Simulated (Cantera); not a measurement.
An isothermal, constant-pressure homogeneous reactor starts with NH₃ : H₂ = 1 : 0.15 (molar parts), at 1798 K and 7800 Pa. Integrator tolerance rtol = 1e-08.

Detailed kinetics in Cantera: the gas-phase N/H chemistry of the illustrative SiF4/NH3 mechanism in the Surface Chemkin manual (1991). Walls and surfaces, which speed up NH3 decomposition in real reactors, are not modelled.

### Question
What does this change do: temperature 1798 to 1648 K?

### Answer
```csv
quantity,before,after
x(NH₃) at 1.00 s,0.592 (gas-phase equilibrium 7.34e-7),0.818 (gas-phase equilibrium 1.03e-6)
x(H₂) at 1.00 s,0.334 (gas-phase equilibrium 0.766),0.168 (gas-phase equilibrium 0.767)
x(N₂H₂) at 1.00 s,1.91e-6 (gas-phase equilibrium <1e-12),1.51e-6 (gas-phase equilibrium <1e-12)
x(N₂) at 1.00 s,0.0742 (gas-phase equilibrium 0.232),0.0137 (gas-phase equilibrium 0.233)
x(H) at 1.00 s,7.38e-5 (gas-phase equilibrium 0.00111),1.46e-5 (gas-phase equilibrium 0.000281)
```

### Question
What does this change do: H2 0.15 to 0.024 parts?

### Answer
```json
[
 {"quantity": "x(NH₃) at 1.00 s", "before": "0.592 (gas-phase equilibrium 7.34e-7)", "after": "0.650 (gas-phase equilibrium 7.35e-7)"},
 {"quantity": "x(H₂) at 1.00 s", "before": "0.334 (gas-phase equilibrium 0.766)", "after": "0.267 (gas-phase equilibrium 0.752)"},
 {"quantity": "x(N₂H₂) at 1.00 s", "before": "1.91e-6 (gas-phase equilibrium <1e-12)", "after": "2.23e-6 (gas-phase equilibrium <1e-12)"},
 {"quantity": "x(N₂) at 1.00 s", "before": "0.0742 (gas-phase equilibrium 0.232)", "after": "0.0825 (gas-phase equilibrium 0.247)"},
 {"quantity": "x(H) at 1.00 s", "before": "7.38e-5 (gas-phase equilibrium 0.00111)", "after": "5.77e-5 (gas-phase equilibrium 0.00110)"}
]
```

### Question
What does this change do: H2 0.15 to 0.023 parts?

### Answer
```
quantity                                            before                                    after
-----------------  ---------------------------------------  ---------------------------------------
x(NH₃) at 1.00 s     0.592 (gas-phase equilibrium 7.34e-7)    0.650 (gas-phase equilibrium 7.35e-7)
x(H₂) at 1.00 s        0.334 (gas-phase equilibrium 0.766)      0.267 (gas-phase equilibrium 0.752)
x(N₂H₂) at 1.00 s   1.91e-6 (gas-phase equilibrium <1e-12)   2.23e-6 (gas-phase equilibrium <1e-12)
x(N₂) at 1.00 s       0.0742 (gas-phase equilibrium 0.232)     0.0826 (gas-phase equilibrium 0.247)
x(H) at 1.00 s     7.38e-5 (gas-phase equilibrium 0.00111)  5.75e-5 (gas-phase equilibrium 0.00110)
```
